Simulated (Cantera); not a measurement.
Feed: 1 mol Ti, 0.064 mol H2O, 300 mol H2, equilibrated at 9.00 Torr.

Equilibrium computed with Cantera from the NASA thermochemical tables; the gas is ideal and each condensed phase is pure. Candidate condensed phases: H2O, Ti, TiO, TiO2, Ti2O3, Ti3O5, Ti4O7; 12 gas species. Each liquid is taken as pure. Mutual solubility and eutectic melting of coexisting phases are not modelled. TiO: taken at fixed stoichiometry. Condensed phases not in the tables: N, O or C dissolved in the metal. The numbers say what is thermodynamically allowed, not how fast it happens.

x: gas mole fraction; n: condensed amount in mol.

| T (K) | x H2 | x H | x Ti | x TiO | x H2O | x TiO2 | n Ti(β) | n TiO(s) | n Ti(l) | n TiO(l) |
|---|---|---|---|---|---|---|---|---|---|---|
| 1398 | 1.000 | 4.32e-5 | ___ | 2.68e-11 | 1.09e-9 | <1e-12 | 0.936 | 0.0640 | 0 | 0 |
| 1473 | 1.000 | 0.000115 | ___ | 3.27e-10 | 3.76e-9 | <1e-12 | 0.936 | 0.0640 | 0 | 0 |
| 1548 | 1.000 | 0.000281 | ___ | 3.11e-9 | 1.14e-8 | <1e-12 | 0.936 | 0.0640 | 0 | 0 |
| 1623 | 0.999 | 0.000631 | ___ | 2.38e-8 | 3.12e-8 | <1e-12 | 0.936 | 0.0640 | 0 | 0 |
| 1698 | 0.999 | 0.00132 | ___ | 1.51e-7 | 7.73e-8 | 2.76e-12 | 0.934 | 0.0639 | 0 | 0 |
| 1773 | 0.997 | 0.00259 | ___ | 8.11e-7 | 1.77e-7 | 2.45e-11 | 0.928 | 0.0637 | 0 | 0 |
| 1848 | 0.995 | 0.00483 | ___ | 3.78e-6 | 3.76e-7 | 1.81e-10 | 0.909 | 0.0627 | 0 | 0 |
| 1923 | 0.991 | 0.00856 | ___ | 1.55e-5 | 7.50e-7 | 1.13e-9 | 0.850 | 0.0591 | 0 | 0 |
| 1998 | 0.985 | 0.0145 | ___ | 5.70e-5 | 1.45e-6 | 6.24e-9 | 0 | 0.0463 | 0.693 | 0 |
| 2073 | 0.974 | 0.0237 | ___ | 0.000178 | 2.51e-6 | 2.71e-8 | 0 | 0 | 0.301 | 0.00898 |

Task: Complete the blanks.

Result: 
- 1398, x Ti: 6.08e-9
- 1473, x Ti: 4.57e-8
- 1548, x Ti: 2.81e-7
- 1623, x Ti: 1.46e-6
- 1698, x Ti: 6.53e-6
- 1773, x Ti: 2.56e-5
- 1848, x Ti: 8.99e-5
- 1923, x Ti: 0.000285
- 1998, x Ti: 0.000806
- 2073, x Ti: 0.00209
